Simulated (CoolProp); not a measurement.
A simple Rankine cycle with n-perfluorohexane: condensing at 297.15 K, boiler at 1.26 MPa, turbine inlet 449 K, turbine efficiency 0.6, pump efficiency 0.6, no recuperator. Each further row changes one setting.

The numbers come from the reference Helmholtz-energy equation of state, Gao 2022 in CoolProp.

```
case                             thermal efficiency (%)  net work (kJ/kg)  heat in (kJ/kg)  turbine exit temperature (K)  volume ratio over the turbine
-------------------------------  ----------------------  ----------------  ---------------  ----------------------------  -----------------------------
as stated                                           9.3              20.3              218                         413.3                            ___
condensing temperature 289.15 K                     9.9              22.5              ___                         411.0                            ___
boiler pressure 0.882 MPa                           8.7              19.5              224                         420.2                            ___
turbine efficiency 0.5                              7.7               ___              218                         417.0                            ___
```

Some entries are withheld; supply them.


- as stated, volume ratio over the turbine: 60.8
- condensing temperature 289.15 K, heat in (kJ/kg): 226
- condensing temperature 289.15 K, volume ratio over the turbine: 87.4
- boiler pressure 0.882 MPa, volume ratio over the turbine: 36.7
- turbine efficiency 0.5, net work (kJ/kg): 16.7
- turbine efficiency 0.5, volume ratio over the turbine: 61.4
